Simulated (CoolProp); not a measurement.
Properties of R365MFC along the isobar 2.66 MPa.

Model: reference Helmholtz-energy equation of state, Lemmon 2016, in CoolProp.

```tsv
T (°C)	phase	cp (kJ/(kg K))	cv (kJ/(kg K))	Joule-Thomson coefficient (K/MPa)	isothermal compressibility (1/MPa)
35.05	liquid	1.390	1.050	-0.2741	___
56.35	liquid	1.434	1.084	-0.2215	0.002784
77.65	liquid	1.484	___	-0.1499	0.003771
98.95	liquid	1.543	1.153	-0.04595	___
120.25	liquid	1.619	1.190	0.1200	0.008273
141.55	liquid	1.733	1.229	0.4314	0.01472
162.95	liquid	1.990	1.281	___	___
184.25	gas	___	___	15.33	0.7992
205.55	gas	1.574	1.300	10.17	___
226.85	gas	1.484	1.294	7.885	0.5101
```

Task: What belongs in the gaps?

Result: 
- 35.05, isothermal compressibility (1/MPa): 0.002128
- 77.65, cv (kJ/(kg K)): 1.118
- 98.95, isothermal compressibility (1/MPa): 0.005370
- 162.95, Joule-Thomson coefficient (K/MPa): 1.279
- 162.95, isothermal compressibility (1/MPa): 0.03809
- 184.25, cp (kJ/(kg K)): 1.965
- 184.25, cv (kJ/(kg K)): 1.354
- 205.55, isothermal compressibility (1/MPa): 0.5768
